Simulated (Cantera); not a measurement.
A freely propagating, adiabatic, planar premixed flame of CO : H₂ : CH₄ : O₂ : N₂ = 1 : 1.3 : 0.033 : 1.47 : 5.51 (molar parts), equivalence ratio 0.83, unburnt at 573 K and 75.0 Torr; mixture-averaged transport, grid criteria slope 0.08 and curve 0.16, no radiation.

Computed with Cantera and GRI-Mech 3.0 (53 species, 325 reactions). Burning velocities carry a grid error of a few per cent, more on coarse grids.

x: mole fraction of selected species; z is measured from the peak of heat release.

| z (mm) | T (K) | u (m/s) | x CO | x H₂ | x CH₄ | x H | x NO | x HCN |
|---|---|---|---|---|---|---|---|---|
| -28.6 | 573 | 3.32 | 0.107 | 0.140 | 0.00354 | <1e-8 | <1e-8 | <1e-8 |
| -19.0 | 573 | 3.32 | 0.107 | 0.140 | 0.00354 | <1e-8 | <1e-8 | <1e-8 |
| -14.3 | 573 | 3.32 | 0.107 | 0.140 | 0.00354 | <1e-8 | <1e-8 | <1e-8 |
| -9.52 | 573 | 3.32 | 0.107 | 0.140 | 0.00354 | 7.69e-8 | <1e-8 | <1e-8 |
| -4.76 | 579 | 3.35 | 0.107 | 0.138 | 0.00354 | 0.000135 | <1e-8 | <1e-8 |
| -2.38 | (withheld) | 3.88 | 0.106 | 0.126 | 0.00351 | 0.00364 | <1e-8 | <1e-8 |
| 0 | (withheld) | 5.81 | 0.0984 | 0.0624 | 0.00108 | 0.0300 | 2.00e-7 | <1e-8 |
| 2.38 | (withheld) | 7.26 | 0.0707 | 0.0173 | 1.09e-6 | 0.0486 | 2.13e-6 | <1e-8 |
| 4.76 | (withheld) | 7.91 | 0.0505 | 0.0161 | <1e-8 | 0.0484 | 5.04e-6 | <1e-8 |
| 9.52 | (withheld) | 8.57 | 0.0388 | 0.0173 | <1e-8 | 0.0416 | 1.04e-5 | <1e-8 |
| 19.0 | 1708 | 9.24 | 0.0384 | 0.0165 | <1e-8 | 0.0303 | 1.81e-5 | <1e-8 |
| 38.1 | 1852 | 9.90 | 0.0379 | 0.0145 | <1e-8 | 0.0199 | 2.88e-5 | <1e-8 |
| 76.2 | 1990 | 10.5 | 0.0349 | 0.0119 | <1e-8 | 0.0121 | 4.98e-5 | <1e-8 |

Problem. Fill in the missing entries.

Solution. 
- -2.38, T (K): 675
- 0, T (K): 1028
- 2.38, T (K): 1300
- 4.76, T (K): 1431
- 9.52, T (K): 1569
